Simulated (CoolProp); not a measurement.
Chloromethane (R40) along the isobar 759 kPa: fugacity coefficient from the reference equation and from simpler models built on Tc = 418.6 K, pc = 6929 kPa, ω = 0.150; each cubic takes its own stable root.

Computed with CoolProp (reference Helmholtz-energy equation of state, Thol 2014).

```json
[
 {"T (K)": "300.4", "phase": "liquid", "reference": "0.7318"},
 {"T (K)": "315.8", "phase": "gas", "reference": "0.8959"},
 {"T (K)": "331.1", "phase": "gas", "reference": "0.9119"},
 {"T (K)": "346.5", "phase": "gas", "reference": "0.9247"},
 {"T (K)": "361.8", "phase": "gas", "reference": "0.9350"},
 {"T (K)": "377.2", "phase": "gas", "reference": "0.9435"},
 {"T (K)": "392.5", "phase": "gas", "reference": "0.9505"},
 {"T (K)": "407.9", "phase": "gas", "reference": "0.9564"},
 {"T (K)": "423.2", "phase": "gas", "reference": "0.9614"},
 {"T (K)": "438.6", "phase": "gas", "reference": "0.9658"},
 {"T (K)": "453.9", "phase": "gas", "reference": "0.9695"},
 {"T (K)": "469.3", "phase": "gas", "reference": "0.9727"},
 {"T (K)": "484.6", "phase": "gas", "reference": "0.9756"},
 {"T (K)": "500", "phase": "gas", "reference": "0.9781"}
]
```

How far does each simpler model (van der Waals, Soave-Redlich-Kwong) lie from the reference over these 14 states: mean and median of the absolute difference, and the worst?


- van der Waals: mean 3.3 %, median 1.1 %, worst +27.0 % at 300.4 K and 759 kPa
- Soave-Redlich-Kwong: mean 0.7 %, median 0.4 %, worst +2.1 % at 315.8 K and 759 kPa

At some of these states van der Waals gives the other phase, because its saturation line lies elsewhere.
